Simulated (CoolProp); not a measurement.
Saturation properties of sulfur dioxide.

The numbers come from the reference Helmholtz-energy equation of state, Gao 2016 in CoolProp.

| T (°C) | p (kPa) | liquid cp (kJ/(kg K)) | vapour Z | surface tension (mN/m) |
|---|---|---|---|---|
| -46.15 | 14.81 | 1.363 | 0.9929 | 35.7 |
| -34.05 | 30.45 | 1.359 | 0.9880 | 33.3 |
| -21.85 | 57.98 | 1.358 | 0.9812 | 30.8 |
| -9.75 | 102.5 | 1.361 | 0.9720 | 28.5 |
| 2.35 | 171.0 | 1.368 | 0.9604 | 26.1 |
| 14.45 | 271.5 | 1.379 | 0.9460 | 23.7 |
| 26.55 | 412.9 | 1.395 | 0.9285 | 21.4 |
| 38.65 | 605.2 | 1.416 | 0.9079 | 19.0 |
| 50.85 | 861.6 | 1.444 | 0.8835 | 16.7 |
| 62.95 | 1189 | 1.481 | 0.8557 | 14.4 |
| 75.05 | 1603 | 1.531 | 0.8237 | 12.1 |
| 87.15 | 2114 | 1.598 | 0.7871 | 9.86 |
| 99.25 | 2738 | 1.694 | 0.7451 | 7.64 |
| 111.45 | 3495 | 1.840 | 0.6962 | 5.45 |

It boils at -10.0 °C under 1 atm.

Surface tension comes from a separate correlation (Mulero 2012).
